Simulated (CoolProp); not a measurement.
Properties of fluorine at several states (Tc = -128.7 °C, pc = 5240 kPa, ω = 0.045).

Values from CoolProp's reference Helmholtz-energy equation of state, de Reuck 1990.

| T (°C) | p (kPa) | phase | Z | isothermal compressibility (1/MPa) |
|---|---|---|---|---|
| -12.65 | 1610 | gas | 0.9869 | 0.6294 |
| 8.35 | 10400 | supercritical | 0.9574 | 0.09781 |
| -137.45 | 577 | gas | 0.9546 | 1.819 |
| -1.55 | 10300 | supercritical | 0.9480 | 0.09959 |
| -170.95 | 423 | gas | 0.9164 | 2.596 |
| -110.35 | 623 | gas | 0.9728 | 1.651 |
